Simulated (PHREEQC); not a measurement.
A PHREEQC speciation (ion-association model, phreeqc.dat) at 20 °C gives pH 2.51 and these molalities:

| species | mol/kgw |
|---|---|
| SO4-2 | 0.0233 |
| Cu+2 | 0.0230 |
| CuSO4 | 0.0160 |
| H+ | 0.00374 |
| HSO4- | 0.00306 |

What are the element totals, and what could have been dissolved in 1 kg of water to give them?

Several could match; the one computed here: totals Cu(2) 0.0390, S(6) 0.0424 mol/kgw, from 0.0034 mol/kgw H2SO4 and 0.039 mol/kgw CuSO4.

Precipitation was switched off in this run.
